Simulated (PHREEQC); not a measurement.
# Buffer: an equilibrium model

Solution (25 °C): 0.002 mol H3PO4, 0.2 mol KOH and 0.0076 mol TMAH per kg of water. Closed to the air; pH follows from the charge balance.

Equilibrium calculation in PHREEQC: ion-association model, wateq4f.dat.

This is a speciation only: nothing precipitates in the calculation.

Question: What pH does the model give?

Answer: pH 13.15.

Question: In which forms is P present?

Answer: PO4-3 96 %, HPO4-2 3.2 % of the P.

(CH3)4N+ isn't in the database: it is added as a free cation with an ion size of 4 Å. H3PO4, which wateq4f.dat lacks, is added to it with the constant of phreeqc.dat.
